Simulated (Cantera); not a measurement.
A Cantera script and what it prints.

```python
import numpy as np
import cantera as ct

gas_names = """
    H HO2 H2 H2O H2O2 Hg O OH O2 O3
""".split()
cond_names = """
    H2O(s) H2O(L) Hg(cr) Hg(L) HgO(s)
""".split()


def load(file, names, dense=False):
    # The tables refer to 1 bar. Condensed volumes are neglected.
    table = {s.name: s for s in ct.Species.list_from_file(file)}
    out = []
    for n in names:
        d = dict(table[n].input_data)
        d["thermo"] = dict(d["thermo"], **{"reference-pressure": 1e5})
        if dense:
            d["equation-of-state"] = {"model": "constant-volume", "density": "1e6 g/cm^3"}
        out.append(ct.Species.from_dict(d))
    return out


gas = ct.Solution(thermo="ideal-gas", species=load("nasa_gas.yaml", gas_names))
cond = {s.name: ct.Solution(thermo="fixed-stoichiometry", species=[s], name=s.name)
        for s in load("nasa_condensed.yaml", cond_names, dense=True)}
atoms = {
    'HgO': {'Hg': 1, 'O': 1},
    'H2': {'H': 2},
}
top_T = {}  # K; cautious upper limits of use, not melting points


def equilibrate(T, P, feed):
    n = {}
    for name, mol in feed.items():
        for a, k in atoms[name].items():
            n[a] = n.get(a, 0.0) + k * mol
    gas.TPX = T, P, n
    mass = sum(n.values()) * gas.mean_molecular_weight
    gas.equilibrate("TP")
    valid = [c for c in cond.values() if c.min_temp <= T <= top_T.get(c.name, c.max_temp)]
    mix = ct.Mixture([(gas, mass / gas.mean_molecular_weight)] + [(c, 0.0) for c in valid])
    mix.T, mix.P = T, P
    mix.equilibrate("TP", solver="vcs", rtol=1e-11, max_steps=5000)
    return mix


results = []
T = 948  # K
P = 7200  # Pa
for m in [0.2, 0.49, 1.2, 3, 7.6, 19, 47]:
    feed = {'HgO': 1, 'H2': m}  # mol
    mix = equilibrate(T, P, feed)
    results.append((T, P, feed, dict(zip(mix.species_names, mix.species_moles))))
    x = sorted(zip(gas.X, gas.species_names), reverse=True)
    print(f"T = {T:g} K  P = {P:g} Pa  n(H2) = {m:g} mol  gas = {mix.phase_moles(0):.4g} mol")
    print("   x: " + "  ".join(f"{s} {v:.3e}" for v, s in x if v > 0.0001))
    print("   condensed (mol): " + ("  ".join(f"{mix.phase(i).name} {mix.phase_moles(i):.4g}"
          for i in range(1, mix.n_phases) if mix.phase_moles(i) > 1e-12) or "none"))
```

It prints:

```
T = 948 K  P = 7200 Pa  n(H2) = 0.2 mol  gas = 1.6 mol
   x: Hg 6.250e-01  O2 2.500e-01  H2O 1.250e-01
   condensed (mol): none
T = 948 K  P = 7200 Pa  n(H2) = 0.49 mol  gas = 1.745 mol
   x: Hg 5.731e-01  H2O 2.808e-01  O2 1.461e-01
   condensed (mol): none
T = 948 K  P = 7200 Pa  n(H2) = 1.2 mol  gas = 2.2 mol
   x: H2O 4.545e-01  Hg 4.545e-01  H2 9.091e-02
   condensed (mol): none
T = 948 K  P = 7200 Pa  n(H2) = 3 mol  gas = 4 mol
   x: H2 5.000e-01  H2O 2.500e-01  Hg 2.500e-01
   condensed (mol): none
T = 948 K  P = 7200 Pa  n(H2) = 7.6 mol  gas = 8.6 mol
   x: H2 7.674e-01  H2O 1.163e-01  Hg 1.163e-01
   condensed (mol): none
T = 948 K  P = 7200 Pa  n(H2) = 19 mol  gas = 20 mol
   x: H2 9.000e-01  H2O 5.000e-02  Hg 5.000e-02
   condensed (mol): none
T = 948 K  P = 7200 Pa  n(H2) = 47 mol  gas = 48 mol
   x: H2 9.583e-01  H2O 2.083e-02  Hg 2.083e-02
   condensed (mol): none
```

Cantera equilibrium calculation (NASA polynomials, part measured and part estimated; ideal gas, pure solids and liquids).
